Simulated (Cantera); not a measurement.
# Calcination and drying: CaCO₃ + H₂

Feed: 1 mol CaCO₃, 0.035 mol H₂, held at 1375 K and 15.0 Pa.

These are equilibrium values from Cantera (NASA tables, ideal gas, pure condensed phases), not measurements of a reactor. Candidate condensed phases: C, C₆H₆, C₇H₈, C₈H₁₈, Ca, CaCO₃, CaO, Ca(OH)₂, H₂O; 115 gas species. Equilibrium is a limit: real reactors are often held back by kinetics, nucleation or transport.

```
Quantity                                    Value
--------------------------------------  ---------
x(CO₂)                                      0.933
x(CO)                                      0.0332
x(H₂O)                                     0.0332
x(H₂)                                    0.000573
x(OH)                                     6.99e-6
x(H)                                      6.70e-6
x(O₂)                                     2.10e-6
n(CaO(s))                                1.00 mol
gas amount                              1.035 mol
log10 activity of C(graphite) (absent)      -9.40
log10 activity of Ca(l) (absent)           -13.84
```
